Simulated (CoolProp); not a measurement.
Vapour-liquid equilibrium of ethanol (1) + o-xylene (2) at 0.168 MPa; x and y are mole fractions of (1).

Model: multi-fluid Helmholtz-energy mixture model, Schroeder 2014 and Zhou 2012; pair parameters Bell 2016, in CoolProp.

```tsv
x	bubble temperature, mixture model (K)	bubble temperature, Raoult's law (K)	y, mixture model	y, Raoult's law
0.05	406.0	424.9	0.565	0.306
0.2	379.5	402.9	0.822	0.678
0.35	373.6	390.4	…	0.820
0.5	371.3	381.9	0.881	0.894
0.65	369.7	375.5	…	0.940
0.8	…	370.4	0.926	0.971
0.95	365.7	366.2	0.976	0.994
```

Problem. Some entries are withheld; supply them.

Solution. 
- 0.35, y, mixture model: 0.864
- 0.65, y, mixture model: 0.898
- 0.8, bubble temperature, mixture model (K): 367.8

The largest gap from Raoult's law is -23.4 K in bubble temperature, at x = 0.2. No azeotrope shows between x = 0.05 and 0.95.

Pair parameters are fitted to limited data, so mixtures are less certain than the pure fluids. With so large a gap from Raoult's law the liquid may split in two, which this calculation doesn't test in full.
